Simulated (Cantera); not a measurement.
A closed system holds: 1 mol SiH₂Cl₂, 9.2 mol NH₃, 73 mol N₂, at 1.00 bar.

These are equilibrium values from Cantera (NASA tables, ideal gas, pure condensed phases), not measurements of a reactor. Candidate condensed phases: NH₄Cl, Si, Si₃N₄; 28 gas species. Rates play no part.

At 1600 K, list the 5 most abundant gas species with their mole fractions, and the condensed phases.

N₂ 0.830, H₂ 0.149, HCl 0.0214, SiCl₂ 5.39e-5, H 2.10e-5. Condensed: Si₃N₄(s).
